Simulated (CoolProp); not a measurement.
Vapour-liquid equilibrium of n-octane (1) + o-xylene (2) at 0.58 MPa; x and y are mole fractions of (1).

The numbers come from the multi-fluid Helmholtz-energy mixture model, Beckmüller 2019 and Zhou 2012; pair parameters Bell 2016 in CoolProp.

```tsv
x	bubble temperature (°C)	y at the bubble point	dew temperature at overall composition x (°C)	liquid density (mol/L)
0.05	223.5	0.071	224.0	6.318
0.15	220.6	0.203	221.8	6.105
0.25	[?]	0.322	[?]	5.900
0.35	215.5	[?]	217.3	[?]
0.45	213.2	0.533	215.1	5.517
0.55	211.0	0.628	212.8	5.337
0.65	209.0	0.717	210.5	5.165
0.75	207.1	0.802	208.3	5.000
0.85	205.3	0.883	[?]	[?]
0.95	203.6	0.962	[?]	4.690
```

**Question.** What belongs in the gaps?

**Answer.** 
- 0.25, bubble temperature (°C): 218.0
- 0.25, dew temperature at overall composition x (°C): 219.6
- 0.35, y at the bubble point: 0.432
- 0.35, liquid density (mol/L): 5.704
- 0.85, dew temperature at overall composition x (°C): 206.0
- 0.85, liquid density (mol/L): 4.842
- 0.95, dew temperature at overall composition x (°C): 203.8

No azeotrope shows between x = 0.05 and 0.95.

Pair parameters are fitted to limited data, so mixtures are less certain than the pure fluids.
